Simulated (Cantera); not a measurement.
Feed: 1 mol BN, 6.1 mol O2, held at 0.140 bar.

These are equilibrium values from Cantera (NASA tables, ideal gas, pure condensed phases), not measurements of a reactor. Candidate condensed phases: B, BN, B2O3; 17 gas species. Equilibrium is a limit: real reactors are often held back by kinetics, nucleation or transport.

x: gas mole fraction; n: condensed amount in mol.

```csv
T (°C),x O2,x N2,x B2O3,x NO,x BO2,x O,x NO2,n B2O3(l)
700,0.915,0.0855,6.33e-12,1.58e-5,2.63e-11,1.73e-10,8.11e-7,0.500
750,0.915,0.0855,7.02e-11,2.75e-5,1.98e-10,7.96e-10,9.92e-7,0.500
800,0.915,0.0854,6.16e-10,4.54e-5,1.23e-9,3.18e-9,1.19e-6,0.500
850,0.914,0.0854,4.42e-9,7.17e-5,6.49e-9,1.12e-8,1.41e-6,0.500
900,0.914,0.0854,…,…,…,…,…,0.500
950,0.914,0.0854,1.37e-7,0.000160,1.19e-7,1.03e-7,1.90e-6,0.500
1000,0.914,0.0854,6.20e-7,0.000227,4.25e-7,2.75e-7,2.16e-6,0.500
1050,0.914,0.0853,2.48e-6,0.000315,1.38e-6,6.80e-7,2.44e-6,0.500
1100,0.914,0.0853,8.94e-6,0.000426,4.11e-6,1.57e-6,2.73e-6,0.500
1150,0.914,0.0852,2.93e-5,0.000564,1.13e-5,3.44e-6,3.03e-6,0.500
1200,0.914,0.0851,8.82e-5,0.000733,2.89e-5,7.13e-6,3.35e-6,0.499
1250,0.914,0.0850,0.000246,0.000936,6.94e-5,1.41e-5,3.67e-6,0.498
1300,0.913,0.0848,…,…,…,…,…,0.496
1350,0.912,0.0846,0.00157,0.00146,0.000339,4.85e-5,4.32e-6,0.490
```

Question: Complete the blanks.

Answer: 
- 900, x B2O3: 2.66e-8
- 900, x NO: 0.000109
- 900, x BO2: 2.96e-8
- 900, x O: 3.57e-8
- 900, x NO2: 1.65e-6
- 1300, x B2O3: 0.000641
- 1300, x NO: 0.00118
- 1300, x BO2: 0.000158
- 1300, x O: 2.67e-5
- 1300, x NO2: 3.99e-6
